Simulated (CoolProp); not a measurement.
A Linde-Hampson liquefier for normal hydrogen: isothermal reversible compression at 290 K from 1 atm to 30 MPa, throttling to 1 atm, return gas leaving the recuperator 0 K below the feed. Each further row changes one setting.

Values from CoolProp's reference Helmholtz-energy equation of state, Leachman 2009.

```json
[
 {"case": "as stated", "compression work (kJ/kg of gas)": "7030"},
 {"case": "high pressure 60 MPa", "compression work (kJ/kg of gas)": "8090"},
 {"case": "warm-end temperature 320 K", "compression work (kJ/kg of gas)": "7740"},
 {"case": "warm-end gap 5 K", "compression work (kJ/kg of gas)": "7030"}
]
```
